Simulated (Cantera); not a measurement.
Feed: 1 mol n-butane, 1.1 mol H2, held at 1148.15 K and 100000 Pa.

Cantera equilibrium calculation (NASA polynomials, part measured and part estimated; ideal gas, pure solids and liquids). Candidate condensed phases: C, C6H6, C7H8, C8H18; 76 gas species. Kinetics and transport are ignored.

Base state: H2 0.977, CH4 0.0227 (mole fractions); condensed: C(graphite).

Problem. What changes in the equilibrium state with this change: temperature from 1148.15 K to 2873 K?

Solution. 
```tsv
species	before	after
H2	0.977	0.864
H	7.10e-8	0.0977
C2H2 (acetylene)	3.64e-8	0.0366
CH4	0.0227	6.70e-5
C4H2	<1e-9	0.000645
C2H	<1e-9	0.000587
C2H2 (vinylidene)	<1e-9	8.48e-5
C(graphite), mol	3.86	3.50
```
